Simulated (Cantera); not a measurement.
A closed system holds: 1 mol AlN, 15 mol O2, 0.49 mol H2, equilibrated at 1900 K and 10000 Pa.

Method: chemical equilibrium by Gibbs-energy minimisation in Cantera with the NASA 1993 tables (ideal gas, pure condensed phases). Candidate condensed phases: Al, AlN, Al2O3, H2O; 35 gas species. The numbers say what is thermodynamically allowed, not how fast it happens.

Base state: O2 0.931, N2 0.0321, H2O 0.0317, NO 0.00244, OH 0.00178, O 0.000910, H2 1.35e-5 (mole fractions); condensed: Al2O3(s).

**Question.** What changes in the equilibrium state with this change: pressure from 10000 Pa to 1330 Pa?

**Answer.** 
```tsv
species	before	after
O2	0.931	0.929
N2	0.0321	0.0321
H2O	0.0317	0.0311
O	0.000910	0.00249
OH	0.00178	0.00291
H	9.24e-6	4.15e-5
H2	1.35e-5	3.64e-5
NO	0.00244	0.00243
Al2O3(s), mol	0.500	0.500
```

**Question.** What changes in the equilibrium state with this change: AlN replaced by Si3N4?

**Answer.** 
```json
[
 {"species": "O2", "before": "0.931", "after": "0.821"},
 {"species": "N2", "before": "0.0321", "after": "0.138"},
 {"species": "H2O", "before": "0.0317", "after": "0.0335"},
 {"species": "NO", "before": "0.00244", "after": "0.00474"},
 {"species": "H2", "before": "1.35e-5", "after": "1.52e-5"},
 {"species": "O", "before": "0.000910", "after": "0.000855"},
 {"species": "OH", "before": "0.00178", "after": "0.00177"},
 {"species": "Al2O3(s), mol", "before": "0.500", "after": "0"},
 {"species": "SiO2(condensed), mol", "before": "0", "after": "3.00"}
]
```
The tables hold silica as quartz up to 1696 K and as liquid above; real silica turns to tridymite and cristobalite and melts near 1996 K. Further candidate phases: Si, SiO2, Si2N2O, Si3N4.

**Question.** What changes in the equilibrium state with this change: temperature from 1900 K to 2025 K?

**Answer.** 
```json
[
 {"species": "O2", "before": "0.931", "after": "0.928"},
 {"species": "N2", "before": "0.0321", "after": "0.0315"},
 {"species": "H2O", "before": "0.0317", "after": "0.0309"},
 {"species": "O", "before": "0.000910", "after": "0.00246"},
 {"species": "OH", "before": "0.00178", "after": "0.00331"},
 {"species": "H", "before": "9.24e-6", "after": "3.61e-5"},
 {"species": "H2", "before": "1.35e-5", "after": "3.53e-5"},
 {"species": "NO", "before": "0.00244", "after": "0.00345"},
 {"species": "Al2O3(s), mol", "before": "0.500", "after": "0.500"}
]
```
